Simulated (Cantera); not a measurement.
A freely propagating, adiabatic, planar premixed flame of 9.39 % CH₃OH, 19.1 % O₂, 71.5 % N₂, equivalence ratio 0.74, unburnt at 350 K and 1.70 bar; mixture-averaged transport, grid criteria slope 0.08 and curve 0.16, no radiation.

Model: GRI-Mech 3.0 (53 species, 325 reactions), integrated in Cantera. GRI-Mech 3.0 was tuned for natural gas; its chemistry of methanol as a main component is partial and can be far from experiment. Burning velocities carry a grid error of a few per cent, more on coarse grids.

x: mole fraction of selected species; z is measured from the peak of heat release.

```json
[
 {"z (mm)": "-1.10", "T (K)": "350", "u (m/s)": "0.231", "x CH₃OH": "0.0938", "x O₂": "0.190", "x CO₂": "1.34e-6", "x H₂": "0.000673", "x HCO": "<1e-8", "x HO₂": "4.10e-8"},
 {"z (mm)": "-0.733", "T (K)": "355", "u (m/s)": "0.234", "x CH₃OH": "0.0936", "x O₂": "0.190", "x CO₂": "2.81e-5", "x H₂": "0.00179", "x HCO": "<1e-8", "x HO₂": "5.64e-7"},
 {"z (mm)": "-0.550", "T (K)": "372", "u (m/s)": "0.246", "x CH₃OH": "0.0929", "x O₂": "0.188", "x CO₂": "0.000181", "x H₂": "0.00303", "x HCO": "<1e-8", "x HO₂": "2.91e-6"},
 {"z (mm)": "-0.367", "T (K)": "[?]", "u (m/s)": "0.315", "x CH₃OH": "0.0882", "x O₂": "0.180", "x CO₂": "0.00164", "x H₂": "0.00513", "x HCO": "<1e-8", "x HO₂": "2.42e-5"},
 {"z (mm)": "-0.183", "T (K)": "[?]", "u (m/s)": "0.590", "x CH₃OH": "0.0623", "x O₂": "0.146", "x CO₂": "0.0115", "x H₂": "0.00785", "x HCO": "<1e-8", "x HO₂": "0.000224"},
 {"z (mm)": "-0.0917", "T (K)": "[?]", "u (m/s)": "0.842", "x CH₃OH": "0.0331", "x O₂": "0.115", "x CO₂": "0.0239", "x H₂": "0.00918", "x HCO": "8.11e-7", "x HO₂": "0.000754"},
 {"z (mm)": "0", "T (K)": "[?]", "u (m/s)": "1.12", "x CH₃OH": "0.00267", "x O₂": "0.0789", "x CO₂": "0.0430", "x H₂": "0.00858", "x HCO": "4.55e-5", "x HO₂": "0.000816"},
 {"z (mm)": "0.0917", "T (K)": "1724", "u (m/s)": "1.21", "x CH₃OH": "2.20e-6", "x O₂": "0.0615", "x CO₂": "0.0625", "x H₂": "0.00440", "x HCO": "5.21e-7", "x HO₂": "2.85e-5"},
 {"z (mm)": "0.183", "T (K)": "1795", "u (m/s)": "1.25", "x CH₃OH": "<1e-8", "x O₂": "0.0552", "x CO₂": "0.0734", "x H₂": "0.00321", "x HCO": "1.39e-8", "x HO₂": "1.86e-5"},
 {"z (mm)": "0.367", "T (K)": "1874", "u (m/s)": "1.30", "x CH₃OH": "<1e-8", "x O₂": "0.0509", "x CO₂": "0.0817", "x H₂": "0.00224", "x HCO": "<1e-8", "x HO₂": "1.08e-5"},
 {"z (mm)": "0.733", "T (K)": "1935", "u (m/s)": "1.34", "x CH₃OH": "<1e-8", "x O₂": "0.0486", "x CO₂": "0.0860", "x H₂": "0.00114", "x HCO": "<1e-8", "x HO₂": "5.00e-6"},
 {"z (mm)": "1.47", "T (K)": "1968", "u (m/s)": "1.36", "x CH₃OH": "<1e-8", "x O₂": "0.0477", "x CO₂": "0.0880", "x H₂": "0.000448", "x HCO": "<1e-8", "x HO₂": "2.23e-6"},
 {"z (mm)": "2.93", "T (K)": "1979", "u (m/s)": "1.37", "x CH₃OH": "<1e-8", "x O₂": "0.0474", "x CO₂": "0.0888", "x H₂": "0.000201", "x HCO": "<1e-8", "x HO₂": "1.43e-6"}
]
```

### Question
Fill in the missing entries.

### Answer

- -0.367, T (K): 472
- -0.183, T (K): 864
- -0.0917, T (K): 1212
- 0, T (K): 1586
